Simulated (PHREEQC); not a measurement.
**Hard or scaling water: speciation**

A solution holds 110 mmol/kgw CaCl2, 1.2 mmol/kgw Na2SO4 and 0.28 mmol/kgw NaCl, at 20 °C. Closed to the air; pH follows from the charge balance.

Equilibrium calculation in PHREEQC: ion-association model, wateq4f.dat.

```yaml
ionic_strength: 0.331 mol/kgw
activity_of_water: 0.994
```

```tsv
species	molality	activity	log γ
Cl-	0.220	0.149	-0.170
Ca+2	0.109	0.0312	-0.545
Na+	0.00268	0.00194	-0.141
CaSO4	0.000687	0.000741	0.033
SO4-2	0.000512	0.000125	-0.612
NaSO4-	1.64e-6	1.17e-6	-0.144
H+	1.47e-7	1.15e-7	-0.108
OH-	8.81e-8	5.88e-8	-0.175
CaOH+	6.14e-8	4.49e-8	-0.137
HSO4-	1.80e-9	1.25e-9	-0.157
```

No solid was allowed to form.
